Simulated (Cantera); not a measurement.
A freely propagating, adiabatic, planar premixed flame of 54.6 % H2, 9.53 % O2, 35.9 % N2, equivalence ratio 2.9, unburnt at 648 K and 1.01 bar; mixture-averaged transport, grid criteria slope 0.08 and curve 0.16, no radiation.

Computed with Cantera and the H2/O2 subset of GRI-Mech 3.0, which has no nitrogen chemistry. Burning velocities carry a grid error of a few per cent, more on coarse grids.

x: mole fraction of selected species; z is measured from the peak of heat release.

| z (mm) | T (K) | u (m/s) | x H2 | x O2 | x O | x OH | x H2O2 | x H |
|---|---|---|---|---|---|---|---|---|
| -1.49 | 648 | 9.29 | 0.546 | 0.0953 | <1e-8 | <1e-8 | <1e-8 | <1e-8 |
| -0.991 | 648 | 9.29 | 0.546 | 0.0953 | <1e-8 | <1e-8 | <1e-8 | <1e-8 |
| -0.743 | 648 | 9.29 | 0.546 | 0.0953 | <1e-8 | <1e-8 | <1e-8 | <1e-8 |
| -0.496 | 648 | 9.29 | 0.546 | 0.0953 | <1e-8 | <1e-8 | <1e-8 | 5.97e-7 |
| -0.248 | 678 | 9.67 | 0.542 | 0.0949 | 1.77e-5 | 6.78e-5 | 2.65e-6 | 0.000614 |
| -0.124 | 866 | 12.1 | 0.513 | 0.0889 | 0.000268 | 0.000366 | 3.39e-6 | 0.00942 |
| 0 | 1209 | 16.5 | 0.427 | 0.0560 | 0.00186 | 0.00129 | 8.73e-7 | 0.0468 |
| 0.124 | 1445 | 19.6 | 0.354 | 0.0137 | 0.00143 | 0.00181 | 3.71e-7 | 0.0782 |
| 0.248 | 1545 | 20.9 | 0.339 | [?] | [?] | 0.00171 | [?] | 0.0804 |
| 0.496 | 1639 | 22.0 | 0.344 | 0.000188 | 0.000312 | 0.00180 | 1.42e-7 | 0.0704 |
| 0.991 | 1739 | 23.2 | 0.353 | 5.99e-5 | 0.000231 | 0.00184 | 9.67e-8 | 0.0562 |
| 1.98 | 1838 | 24.3 | 0.363 | 3.69e-5 | 0.000148 | 0.00168 | 5.52e-8 | 0.0416 |
| 3.96 | 1924 | 25.3 | 0.372 | 1.93e-5 | 7.91e-5 | 0.00137 | 2.75e-8 | 0.0287 |

Q: What belongs in the gaps?

A: 
- 0.248, x O2: 0.00221
- 0.248, x O: 0.000537
- 0.248, x H2O2: 1.96e-7
